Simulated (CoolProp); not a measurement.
Vapour-liquid equilibrium of n-butane (1) + R245fa (2) at 0.151 MPa; x and y are mole fractions of (1).

Computed with CoolProp (multi-fluid Helmholtz-energy mixture model, Bücker 2006 and Akasaka 2015; pair parameters Bell 2016).

**Question.** Give the bubble temperature and the first vapour's composition at x = 0.05, 0.15, 0.55. Is there an azeotrope?

**Answer.** x = 0.05: 290.8 K, y = 0.279; x = 0.15: 282.3 K, y = 0.522; x = 0.55: 277.2 K, y = 0.659. y crosses x between x = 0.65 and 0.75: the model has an azeotrope there.

Pair parameters are fitted to limited data, so mixtures are less certain than the pure fluids. With so large a gap from Raoult's law the liquid may split in two, which this calculation doesn't test in full.
